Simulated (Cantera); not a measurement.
## Thermodynamics of silicon etching in halogen gases, feed Si + HF + H₂

Charge: 1 mol Si, 9.1 mol HF, 4.4 mol H₂, equilibrated at 825 K and 10000 Pa.

Method: chemical equilibrium by Gibbs-energy minimisation in Cantera with the NASA 1993 tables (ideal gas, pure condensed phases). Candidate condensed phases: Si; 25 gas species. Kinetics and transport are ignored.

```yaml
x(H₂): 0.512
x(HF): 0.408
x(SiF₄): 0.0800
x(H₂F₂): 1.39e-6
gas_amount: 12.50 mol
log10 activity of Si(s) (absent): -23.55
```
